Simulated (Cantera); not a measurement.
Cantera with NASA thermochemical tables; ideal gases at 1 bar, condensed phases pure. Values are per mole of reaction as written; species without (g) are pure solids or liquids, kept so even where they would boil at 1 bar.

8 SiH₃(g) + 11 C → 2 Si(CH₃)₄(g) + 3 Si₂C(g), with ΔH° = -641.3 kJ and ΔS° = -345.7 J/K at 300 K.

Problem. How far is the shortcut ΔG° ≈ ΔH°(300 K) − T·ΔS°(300 K) from the full temperature-dependent value at 1673, 1723, 1773, 1823, 1873, 1923, 1973, 2023, 2073, 2123 K?

Solution. 
```csv
T (K),shortcut (kJ),full (kJ),difference (kJ),difference in log10 K
1673,-63.0,-36.6,-26.4,0.82
1723,-45.7,-17.3,-28.4,0.86
1773,-28.4,2.0,-30.4,0.90
1823,-11.1,21.3,-32.4,0.93
1873,6.2,40.7,-34.5,0.96
1923,23.5,60.1,-36.6,0.99
1973,40.7,79.5,-38.8,1.03
2023,58.0,98.9,-40.9,1.06
2073,75.3,118.4,-43.1,1.09
2123,92.6,137.9,-45.3,1.11
```
The shortcut ignores the heat-capacity change of the reaction.
